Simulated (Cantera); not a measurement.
A closed system holds: 1 mol Si, 1.6 mol HCl, 66 mol H2, equilibrated at 402 °C and 0.133 bar.

Equilibrium computed with Cantera from the NASA thermochemical tables; the gas is ideal and each condensed phase is pure. Candidate condensed phases: Si; 19 gas species. Kinetics and transport are ignored.

Base state: H2 0.993, SiCl4 0.00342, SiHCl3 0.00321, SiH2Cl2 0.000186, HCl 0.000139 (mole fractions); condensed: Si(s).

What changes in the equilibrium state with this change: pressure from 0.133 bar to 0.000430 bar?


| species | before | after |
|---|---|---|
| H2 | 0.993 | 0.993 |
| SiCl4 | 0.00342 | 0.00502 |
| SiHCl3 | 0.00321 | 0.00102 |
| HCl | 0.000139 | 0.000642 |
| SiH2Cl2 | 0.000186 | 1.28e-5 |
| Si(s), mol | 0.542 | 0.593 |

What changes in the equilibrium state with this change: temperature from 402 °C to 1077 °C?


```
species       before    after
----------  --------  -------
H2             0.993    0.978
HCl         0.000139   0.0207
SiCl2        1.25e-8  0.00123
SiCl4        0.00342  1.93e-5
SiCl3        3.06e-7  6.91e-5
SiHCl3       0.00321  5.21e-5
SiH2Cl2     0.000186  2.05e-5
Si(s), mol     0.542    0.906
```
The tables' values for SiCl3 are old estimates; treat these amounts as uncertain.

What changes in the equilibrium state with this change: pressure from 0.133 bar to 0.000140 bar?


| species | before | after |
|---|---|---|
| H2 | 0.993 | 0.993 |
| SiCl4 | 0.00342 | 0.00514 |
| HCl | 0.000139 | 0.000855 |
| SiHCl3 | 0.00321 | 0.000784 |
| SiH2Cl2 | 0.000186 | 7.40e-6 |
| Si(s), mol | 0.542 | 0.601 |
